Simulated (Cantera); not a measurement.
A closed system holds: 1 mol CuO, 2 mol H2, held at 0.00470 bar.

Cantera equilibrium calculation (NASA polynomials, part measured and part estimated; ideal gas, pure solids and liquids). Candidate condensed phases: Cu, CuO, Cu(OH)2, Cu2O, H2O; 12 gas species. Kinetics and transport are ignored.

Q: Which condensed phases are stable at each of these points (T (°C)): 527, 677, 827, 977, 1127, 1277, 1427?

A: 
```tsv
T (°C)	condensed phases	Cu condensed (%)
527	Cu(s)	100.0
677	Cu(s)	100.0
827	Cu(s)	100.0
977	Cu(s)	100.0
1127	Cu(l)	99.9
1277	Cu(l)	99.2
1427	Cu(l)	93.0
```

From 527 °C to 977 °C the condensed part is Cu(s). From 1127 °C to 1427 °C the condensed part is Cu(l).
